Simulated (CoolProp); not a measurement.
Properties of CH2F2 (R32) along the isotherm -86.45 °C.

The numbers come from the reference Helmholtz-energy equation of state, Tillner-Roth 1997 in CoolProp.

```
p (bar)   phase  isothermal compressibility (1/MPa)  viscosity (µPa s)  conductivity (mW/(m K))
-------  ------  ----------------------------------  -----------------  -----------------------
0.914    liquid                                 [?]                524                      216
1.54     liquid                           0.0009269                525                      216
2.6      liquid                           0.0009259                525                      217
4.39     liquid                                 [?]                526                      217
7.42     liquid                           0.0009217                527                      217
12.5     liquid                           0.0009173                [?]                      217
21.1     liquid                           0.0009100                [?]                      217
35.6     liquid                                 [?]                538                      217
60.2     liquid                           0.0008784                [?]                      218
102      liquid                           0.0008471                565                      [?]
171      liquid                           0.0008005                593                      [?]
289      liquid                           0.0007325                643                      224
```

Task: Fill in the missing entries.

Result: 
- 0.914, isothermal compressibility (1/MPa): 0.0009274
- 4.39, isothermal compressibility (1/MPa): 0.0009244
- 12.5, viscosity (µPa s): 529
- 21.1, viscosity (µPa s): 533
- 35.6, isothermal compressibility (1/MPa): 0.0008980
- 60.2, viscosity (µPa s): 548
- 102, conductivity (mW/(m K)): 219
- 171, conductivity (mW/(m K)): 221

Viscosity comes from a separate model (Bell 2016), an estimate that may be off by 10 % or more. Thermal conductivity comes from a separate model (Huber 2003), an estimate that may be off by 10 % or more.
